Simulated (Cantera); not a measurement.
## Aluminium nitride and oxide growth: Al(CH₃)₃ + N₂O + N₂

Feed: 1 mol Al(CH₃)₃, 4 mol N₂O, 17 mol N₂, at 65.0 mbar.

Cantera equilibrium calculation (NASA polynomials, part measured and part estimated; ideal gas, pure solids and liquids). Candidate condensed phases: Al, AlN, Al₂O₃, C, C₆H₆, C₇H₈, C₈H₁₈, H₂O; 148 gas species. The feed counts by its element totals alone. The numbers say what is thermodynamically allowed, not how fast it happens.

| T (K) | x N₂ | x H₂ | x CO | x H₂O | x CO₂ | x CH₄ | n Al₂O₃(s) | n C(graphite) |
|---|---|---|---|---|---|---|---|---|
| 650 | 0.815 | 0.0959 | 0.00300 | 0.0476 | 0.0232 | 0.0155 | 0.500 | 1.92 |
| 700 | 0.801 | 0.122 | 0.00994 | 0.0336 | 0.0259 | 0.00817 | 0.500 | 1.85 |
| 750 | 0.786 | 0.139 | 0.0255 | 0.0210 | 0.0235 | 0.00404 | 0.500 | 1.58 |
| 800 | 0.772 | 0.150 | 0.0493 | 0.0113 | 0.0156 | 0.00197 | 0.500 | 1.18 |
| 850 | 0.760 | 0.156 | 0.0712 | 0.00508 | 0.00710 | 0.000981 | 0.500 | 0.809 |
| 900 | 0.754 | 0.158 | 0.0827 | 0.00207 | 0.00248 | 0.000509 | 0.500 | 0.613 |
| 950 | 0.751 | 0.160 | 0.0870 | 0.000843 | 0.000823 | 0.000278 | 0.500 | 0.539 |
| 1000 | 0.751 | 0.160 | 0.0884 | 0.000364 | 0.000288 | 0.000159 | 0.500 | 0.514 |
| 1050 | 0.750 | 0.160 | 0.0889 | 0.000168 | 0.000110 | 9.58e-5 | 0.500 | 0.505 |
| 1100 | 0.750 | 0.161 | 0.0891 | 8.32e-5 | 4.56e-5 | 6.01e-5 | 0.500 | 0.502 |
| 1150 | 0.750 | 0.161 | 0.0892 | 4.37e-5 | 2.04e-5 | 3.92e-5 | 0.500 | 0.500 |
| 1200 | 0.750 | 0.161 | 0.0892 | 2.42e-5 | 9.78e-6 | 2.65e-5 | 0.500 | 0.499 |
| 1250 | 0.750 | 0.161 | 0.0893 | 1.40e-5 | 4.98e-6 | 1.84e-5 | 0.500 | 0.499 |
x: gas mole fraction; n: condensed amount in mol.

From 650 K to 1250 K the condensed part is Al₂O₃(s) + C(graphite).
